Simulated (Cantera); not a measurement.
Charge: 1 mol CH3SiCl3, 0.099 mol C3H8, 88 mol H2, held at 0.00133 bar.

These are equilibrium values from Cantera (NASA tables, ideal gas, pure condensed phases), not measurements of a reactor. Candidate condensed phases: C, C6H6, C7H8, C8H18, Si, SiC; 109 gas species. The feed counts by its element totals alone. Equilibrium is a limit: real reactors are often held back by kinetics, nucleation or transport.

Problem. Which condensed phases are stable at each of these points (T (°C)): 900, 1100, 1300, 1500, 1700, 1900, 2100, 2300?

Solution. 
| T (°C) | condensed phases | Si condensed (%) |
|---|---|---|
| 900 | C(graphite) + SiC(s) | 100.0 |
| 1100 | C(graphite) + SiC(s) | 99.9 |
| 1300 | C(graphite) + SiC(s) | 99.7 |
| 1500 | C(graphite) + SiC(s) | 98.9 |
| 1700 | C(graphite) + SiC(s) | 86.2 |
| 1900 | C(graphite) | 0.0 |
| 2100 | C(graphite) | 0.0 |
| 2300 | gas only | 0.0 |

From 900 °C to 1700 °C the condensed part is C(graphite) + SiC(s). From 1900 °C to 2100 °C the condensed part is C(graphite). At 2300 °C nothing is condensed.
